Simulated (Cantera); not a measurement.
Cantera run:

```python
import numpy as np
import cantera as ct

gas_names = """
    CL CLO CL2 H HCL HOCL HO2 H2 H2O H2O2 Mg MgCL MgCL2 MgH MgO MgOH MgO2H2 Mg2 O OH O2 O3
""".split()
cond_names = """
    H2O(s) H2O(L) Mg(cr) Mg(L) MgCL2(s) MgCL2(L) MgO(s) MgO(L) MgO2H2(s)
""".split()


# ... load() reads the species with a 1 bar reference pressure and builds the phases ...
atoms = {
    'MgCl2': {'Mg': 1, 'CL': 2},
    'O2': {'O': 2},
    'H2': {'H': 2},
}
top_T = {}  # K; cautious upper limits of use, not melting points


# ... equilibrate(T, P, feed) seeds the gas with the atoms and calls Mixture.equilibrate('TP', solver="vcs", rtol=1e-11, max_steps=5000) ...
results = []
T = 1600  # K
P = 1333.22  # Pa
for m in [0.23, 0.29, 0.36, 0.45, 0.57, 0.71, 0.89, 1.1, 1.4, 1.8, 2.2, 2.8]:
    feed = {'MgCl2': 1, 'O2': m, 'H2': 1.4}  # mol
    mix = equilibrate(T, P, feed)
    results.append((T, P, feed, dict(zip(mix.species_names, mix.species_moles))))

top = {s: max(r[3][s] / sum(r[3][g] for g in gas_names) for r in results) for s in gas_names}
cols = sorted((s for s in top if top[s] > 0.0001), key=lambda s: -top[s])[:5]
seen = [c for c in cond_names if any(r[3].get(c, 0) > 1e-12 for r in results)]
print("log10 of partial pressures in bar; condensed amounts in mol")
print(f"{'n(O2)':>10s}" + "".join(f"{s[:9]:>10s}" for s in cols + seen))
for T, P, feed, n in results:
    ng = sum(n[g] for g in gas_names)
    print(f"{feed['O2']:10.4g}" + "".join(f"{np.log10(max(n[s] / ng * P / 1e5, 1e-99)):10.3f}" for s in cols)
          + "".join(f"{n.get(c, 0):10.4g}" for c in seen))
```

Result:

```
log10 of partial pressures in bar; condensed amounts in mol
     n(O2)       HCL        O2        H2     MgCL2       H2O    MgO(s)
      0.23    -2.307   -13.896    -2.282    -2.511    -4.052     0.444
      0.29    -2.214   -13.223    -2.342    -2.602    -3.775    0.5498
      0.36    -2.134   -12.491    -2.423    -2.726    -3.490    0.6617
      0.45    -2.064   -11.580    -2.556    -2.909    -3.168    0.7777
      0.57    -2.014   -10.334    -2.839    -3.149    -2.828    0.8723
      0.71    -2.000    -4.984    -5.254    -3.381    -2.567    0.9245
      0.89    -2.047    -3.079    -6.216    -3.465    -2.577    0.9328
       1.1    -2.086    -2.762    -6.401    -3.516    -2.603    0.9354
       1.4    -2.135    -2.551    -6.544    -3.577    -2.641    0.9378
       1.8    -2.192    -2.400    -6.665    -3.645    -2.687    0.9399
       2.2    -2.242    -2.309    -6.752    -3.704    -2.729    0.9415
       2.8    -2.308    -2.222    -6.852    -3.780    -2.784    0.9435
```

Method: chemical equilibrium by Gibbs-energy minimisation in Cantera with the NASA 1993 tables (ideal gas, pure condensed phases).
